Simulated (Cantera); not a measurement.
A perfectly stirred reactor is fed with H₂ : O₂ : N₂ = 0.38 : 1 : 3.4 (molar parts), at 0.410 bar; it is held at 975 K, and followed from long to short residence time.

Computed with Cantera and the H2/O2 subset of GRI-Mech 3.0, which has no nitrogen chemistry. The temperature is held fixed by assumption; the heat of reaction is taken as removed at once.

Q: What does this change do: temperature 975 to 1200 K?

A: 
```
quantity                 before     after
---------------------  --------  --------
x(H₂) at τ = 0.820 s    0.00227   8.44e-5
x(O₂) at τ = 0.820 s      0.177     0.176
x(HO₂) at τ = 0.820 s   2.42e-5   3.19e-6
x(H) at τ = 0.820 s     1.17e-6   2.12e-6
x(OH) at τ = 0.820 s    6.40e-6  0.000137
x(H₂) at τ = 10.0 ms    0.00971   0.00132
x(O₂) at τ = 10.0 ms      0.180     0.176
x(HO₂) at τ = 10.0 ms   5.46e-5   2.24e-5
x(H) at τ = 10.0 ms     8.74e-5  0.000172
x(OH) at τ = 10.0 ms   0.000113  0.000633
```

Q: What does this change do: temperature 975 to 1300 K?

A: 
| quantity | before | after |
|---|---|---|
| x(H₂) at τ = 0.820 s | 0.00227 | 5.11e-5 |
| x(O₂) at τ = 0.820 s | 0.177 | 0.176 |
| x(HO₂) at τ = 0.820 s | 2.42e-5 | 2.01e-6 |
| x(H) at τ = 0.820 s | 1.17e-6 | 2.61e-6 |
| x(OH) at τ = 0.820 s | 6.40e-6 | 0.000225 |
| x(H₂) at τ = 10.0 ms | 0.00971 | 0.000839 |
| x(O₂) at τ = 10.0 ms | 0.180 | 0.176 |
| x(HO₂) at τ = 10.0 ms | 5.46e-5 | 1.64e-5 |
| x(H) at τ = 10.0 ms | 8.74e-5 | 0.000215 |
| x(OH) at τ = 10.0 ms | 0.000113 | 0.00100 |
